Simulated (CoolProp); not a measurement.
Vapour-liquid equilibrium of R1234yf (1) + R227EA (2) at 29.75 °C; x and y are mole fractions of (1).

Model: multi-fluid Helmholtz-energy mixture model, Lemmon 2022 and Lemmon 2016; pair parameters Bell 2016, in CoolProp.

Give the bubble pressure and the first vapour's composition at x = 0.05, 0.35, 0.55. Is there an azeotrope?

x = 0.05: 5.375 bar, y = 0.069; x = 0.35: 6.133 bar, y = 0.425; x = 0.55: 6.632 bar, y = 0.625. No azeotrope shows between x = 0.05 and 0.95.

Pair parameters are fitted to limited data, so mixtures are less certain than the pure fluids.
